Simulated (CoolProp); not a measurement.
Vapour-liquid equilibrium of propane (1) + R227EA (2) at 228.5 K; x and y are mole fractions of (1).

Values from CoolProp's multi-fluid Helmholtz-energy mixture model, Lemmon 2009 and Lemmon 2016; pair parameters Bell 2016.

```
x     bubble pressure (kPa)  y at the bubble point  dew pressure at overall composition x (kPa)  liquid density (mol/L)
----  ---------------------  ---------------------  -------------------------------------------  ----------------------
0.05                  42.97                  0.444                                        26.04                   9.745
0.2                   76.47                  0.719                                        30.65                   10.10
0.35                  89.04                  0.775                                        37.22                   10.50
0.5                   92.58                  0.792                                        47.27                   10.97
0.65                  93.84                  0.802                                        64.34                   11.51
0.8                   95.09                  0.828                                        93.66                   12.17
0.95                  93.54                  0.925                                        92.60                   12.95
```

y crosses x between x = 0.8 and 0.95: the model has an azeotrope there.

Pair parameters are fitted to limited data, so mixtures are less certain than the pure fluids. With so large a gap from Raoult's law the liquid may split in two, which this calculation doesn't test in full.
